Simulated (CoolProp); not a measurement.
Vapour-liquid equilibrium of R125 (1) + cyclopropane (2) at 20.15 °C; x and y are mole fractions of (1).

Computed with CoolProp (multi-fluid Helmholtz-energy mixture model, Lemmon 2005 and Polt 1992; pair parameters Bell 2016). This equation is an older, rougher fit; its heat capacities, sound speeds and derivatives of the liquid may be far off and weren't checked against measurements.

**Question.** Give the bubble pressure and the first vapour's composition at x = 0.35, 0.65, 0.8. Is there an azeotrope?

**Answer.** x = 0.35: 1130 kPa, y = 0.538; x = 0.65: 1245 kPa, y = 0.695; x = 0.8: 1260 kPa, y = 0.797. y crosses x between x = 0.65 and 0.8: the model has an azeotrope there.

Pair parameters are fitted to limited data, so mixtures are less certain than the pure fluids.
